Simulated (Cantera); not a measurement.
An isothermal, constant-pressure homogeneous reactor starts with 3.66 % C2H6, 95.1 % H2, 1.21 % H2O, at 1448 K and 53.0 Pa.

Detailed kinetics in Cantera: GRI-Mech 3.0 (53 species, 325 reactions). GRI-Mech 3.0 stops at C3 and has no aromatics, soot or wall deposition, so with more carbon than oxygen in the feed, carbon stays in small species such as C2H2 where larger ones or solid carbon would form. Radical loss at walls, strong at low pressure, is not modelled.

x: mole fraction; the columns are a selection and need not sum to one.

```csv
t (s),x C2H6,x H2,x CH3,x C2H,x CH4,x H,x C2H4
2.00e-6,0.0366,0.951,4.87e-7,<1e-12,2.09e-10,2.88e-10,<1e-12
2.00e-5,0.0366,0.951,4.85e-6,<1e-12,2.08e-8,2.10e-8,1.01e-11
0.000200,0.0366,0.951,4.67e-5,<1e-12,2.02e-6,1.83e-6,9.99e-9
0.00200,0.0362,0.951,(withheld),<1e-12,(withheld),(withheld),(withheld)
0.0200,0.0234,0.944,0.00251,1.52e-10,0.0105,0.00102,0.00582
0.200,7.10e-6,0.930,0.00108,1.46e-8,0.0422,0.00118,0.00557
2.00,(withheld),0.931,(withheld),(withheld),0.0414,(withheld),(withheld)
20.0,1.19e-6,0.933,0.000204,5.72e-9,0.0384,0.000247,7.67e-5
200,5.42e-7,0.940,0.000135,7.32e-9,0.0266,0.000237,3.83e-5
```

### Question
Complete the blanks.

### Answer

- 0.00200, x CH3: 0.000330
- 0.00200, x CH4: 0.000160
- 0.00200, x H: 9.33e-5
- 0.00200, x C2H4: 3.30e-5
- 2.00, x C2H6: 2.66e-6
- 2.00, x CH3: 0.000403
- 2.00, x C2H: 9.30e-9
- 2.00, x H: 0.000451
- 2.00, x C2H4: 0.000359
